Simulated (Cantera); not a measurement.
Input (Python, Cantera):

```python
import numpy as np
import cantera as ct

gas = ct.Solution("gri30.yaml")
gas.TPX = 650, 13332, {'CH3OH': 1, 'O2': 1.25, 'N2': 4.75}
flame = ct.FreeFlame(gas, width=0.16)
flame.set_refine_criteria(ratio=3, slope=0.08, curve=0.16)
flame.transport_model = "unity-Lewis-number"
flame.solve(loglevel=0, auto=True)
z, T = flame.grid, flame.T
thick = (T[-1] - T[0]) / np.gradient(T, z).max()
show = ['CH3OH', 'O2', 'C2H6', 'CH2CO', 'C2H', 'C2H4']
print(f"laminar burning velocity  {flame.velocity[0] * 100:.3f} cm/s")
print(f"burnt temperature         {T[-1]:.1f} K")
print(f"thermal thickness         {thick * 1e3:.4f} mm")
print(f"grid points               {len(z)}")
z0 = z[flame.heat_release_rate.argmax()]
print(f"{'z/mm':>9s}{'T/K':>9s}{'u/(m/s)':>9s}" + "".join(f"{s:>11s}" for s in show))
rows = []
for k in (-3, -2, -1.5, -1, -0.5, -0.25, 0, 0.25, 0.5, 1, 2, 4, 8):
    zz = z0 + k * thick
    rows.append([k * thick, np.interp(zz, z, T), np.interp(zz, z, flame.velocity),
                 *(np.interp(zz, z, flame.X[gas.species_index(s)]) for s in show)])
    print(f"{rows[-1][0] * 1e3:9.3f}{rows[-1][1]:9.1f}{rows[-1][2]:9.3f}" + "".join(f"{x:11.3e}" for x in rows[-1][3:]))
```

Output:

```
laminar burning velocity  122.857 cm/s
burnt temperature         2296.5 K
thermal thickness         2.1597 mm
grid points               152
     z/mm      T/K  u/(m/s)      CH3OH         O2       C2H6      CH2CO        C2H       C2H4
   -6.479    650.9    1.230  1.427e-01  1.785e-01  4.780e-10  8.732e-09  6.364e-27  3.371e-09
   -4.319    654.9    1.239  1.422e-01  1.780e-01  2.545e-09  4.649e-08  3.722e-25  1.795e-08
   -3.240    667.0    1.263  1.406e-01  1.765e-01  8.769e-09  1.602e-07  2.283e-23  6.184e-08
   -2.160    727.7    1.389  1.324e-01  1.691e-01  4.035e-08  7.371e-07  1.034e-20  2.846e-07
   -1.080   1036.2    2.058  9.005e-02  1.309e-01  2.029e-07  3.709e-06  4.275e-15  1.431e-06
   -0.540   1377.0    2.862  4.420e-02  8.918e-02  3.688e-07  6.977e-06  1.410e-11  2.676e-06
    0.000   1745.1    3.798  3.797e-03  4.613e-02  2.434e-07  9.153e-06  2.991e-09  3.215e-06
    0.540   1838.1    4.025  7.299e-06  2.489e-02  2.329e-09  7.571e-07  2.878e-09  2.096e-07
    1.080   1857.4    4.064  4.325e-09  1.886e-02  2.938e-12  2.148e-08  1.848e-10  3.555e-09
    2.160   1883.6    4.114  8.808e-13  1.613e-02  8.370e-17  4.135e-11  6.372e-13  3.098e-12
    4.319   1919.6    4.181  1.938e-16  1.467e-02  5.769e-22  7.900e-15  1.901e-16  2.516e-16
    8.639   1971.8    4.276  2.132e-17  1.325e-02  1.220e-26  1.060e-18  2.500e-20  1.187e-20
   17.278   2041.5    4.402  1.936e-17  1.129e-02  3.633e-30  2.692e-19  5.345e-23  1.313e-25
```

Detailed kinetics in Cantera: GRI-Mech 3.0 (53 species, 325 reactions). GRI-Mech 3.0 was tuned for natural gas; its chemistry of methanol as a main component is partial and can be far from experiment. Unity Lewis numbers drop preferential diffusion, which matters most where H2 and H carry the flame. Burning velocities carry a grid error of a few per cent, more on coarse grids.
